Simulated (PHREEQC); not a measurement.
A solution holds 0.17 mol/kgw HF, 0.00057 mol/kgw NH4HF2, 3.4e-07 mol/kgw H4SiO4 and 0.41 mol/kgw HCl, at 90 °C. Closed to the air; pH follows from the charge balance.

Equilibrium calculation in PHREEQC: ion-association model, phreeqc.dat.

Question: The ionic strength comes out as 0.410 mol/kgw. What activity coefficients do Cl-, HF2-, NH4+, H+, F- get?

Answer: Cl- 0.63, HF2- 0.70, NH4+ 0.57, H+ 0.75, F- 0.61.

No solid was allowed to form. At this temperature some constants are extrapolated from 25 °C, and those without enthalpy data are left unchanged. SiF6-2 is the database's only silicon fluoride.
